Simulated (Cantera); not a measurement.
Cantera run:

```python
import numpy as np
import cantera as ct

gas_names = """
    H H2 H2S Ni NiS S SH S2 S8
""".split()
cond_names = """
    Ni(cr) Ni(L) NiS(b) NiS(a) NiS(L) NiS2(s) NiS2(L) Ni3S2(I) Ni3S2(II) Ni3S2(L) Ni3S4(s) S(cr1) S(cr2)
    S(L)
""".split()


# ... load() reads the species with a 1 bar reference pressure and builds the phases ...
atoms = {
    'NiS': {'Ni': 1, 'S': 1},
    'H2': {'H': 2},
}
top_T = {'Ni3S4(s)': 620}  # K; cautious upper limits of use, not melting points


# ... equilibrate(T, P, feed) seeds the gas with the atoms and calls Mixture.equilibrate('TP', solver="vcs", rtol=1e-11, max_steps=5000) ...
results = []
feed = {'NiS': 1, 'H2': 4.8}  # mol
T = 773  # K
P = 13332.2  # Pa
mix = equilibrate(T, P, feed)
results.append((T, P, feed, dict(zip(mix.species_names, mix.species_moles))))
print(gas.report(threshold=0.0001))
for i in range(1, mix.n_phases):
    print(f"{mix.phase(i).name:16s} {mix.phase_moles(i):12.5e} mol")
```

It prints:

```
       temperature   773 K
          pressure   13332 Pa
           density   0.0088003 kg/m^3
  mean mol. weight   4.2424 kg/kmol
   phase of matter   gas

                          1 kg             1 kmol
                     ---------------   ---------------
          enthalpy        3.0078e+06         1.276e+07  J
   internal energy        1.4928e+06        6.3331e+06  J
           entropy             43169        1.8314e+05  J/K
    Gibbs function       -3.0362e+07       -1.2881e+08  J
 heat capacity c_p              7165             30397  J/K
 heat capacity c_v            5205.1             22082  J/K

                      mass frac. Y      mole frac. X     chem. pot. / RT
                     ---------------   ---------------   ---------------
                H2            0.4422           0.93056           -18.992
               H2S            0.5578          0.069444           -34.092
     [   +7 minor]        9.0024e-08         7.708e-09

Ni(cr)            0.00000e+00 mol
NiS(a)            0.00000e+00 mol
NiS2(s)           0.00000e+00 mol
Ni3S2(I)          3.33333e-01 mol
S(L)              0.00000e+00 mol
```

Method: chemical equilibrium by Gibbs-energy minimisation in Cantera with the NASA 1993 tables (ideal gas, pure condensed phases).
